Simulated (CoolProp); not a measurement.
CH2F2 (R32) along the isotherm 395.4 K: Z from the reference equation and from simpler models built on Tc = 351.3 K, pc = 5.783 MPa, ω = 0.277; each cubic takes its own stable root.

Computed with CoolProp (reference Helmholtz-energy equation of state, Tillner-Roth 1997).

| p (MPa) | phase | reference |
|---|---|---|
| 1.08 | gas | 0.9518 |
| 2.17 | gas | 0.9014 |
| 3.25 | gas | 0.8492 |
| 4.34 | gas | 0.7942 |
| 5.42 | gas | 0.7369 |
| 6.51 | supercritical | 0.6762 |
| 7.59 | supercritical | 0.6134 |
| 8.67 | supercritical | 0.5496 |

Q: How far does each simpler model (van der Waals, Redlich-Kwong, Soave-Redlich-Kwong, Peng-Robinson) lie from the reference over these 8 states: mean and median of the absolute difference, and the worst?

A: 
- van der Waals: mean 2.4 %, median 1.2 %, worst -8.7 % at 395.4 K and 8.67 MPa
- Redlich-Kwong: mean 0.4 %, median 0.4 %, worst +0.7 % at 395.4 K and 4.34 MPa
- Soave-Redlich-Kwong: mean 4.5 %, median 3.6 %, worst +11.2 % at 395.4 K and 8.67 MPa
- Peng-Robinson: mean 1.3 %, median 0.4 %, worst +5.3 % at 395.4 K and 8.67 MPa
